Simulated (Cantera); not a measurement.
Charge: 1 mol Si3N4, 0.74 mol N2O, 31 mol N2, held at 1275 °C and 7.40 bar.

Method: chemical equilibrium by Gibbs-energy minimisation in Cantera with the NASA 1993 tables (ideal gas, pure condensed phases). Candidate condensed phases: Si, SiO2, Si2N2O, Si3N4; 16 gas species. Mutual solubility and eutectic melting of coexisting phases are not modelled. The numbers say what is thermodynamically allowed, not how fast it happens.

Base state: N2 1.00 (mole fractions); condensed: Si2N2O(s) + Si3N4(s).

Problem. What changes in the equilibrium state with this change: 0.084 mol H2O added?

Solution. 
```tsv
species	before	after
N2	1.00	0.997
H2	0	0.00262
Si2N2O(s), mol	0.740	0.824
Si3N4(s), mol	0.507	0.451
```
Further candidate phases: H2O.
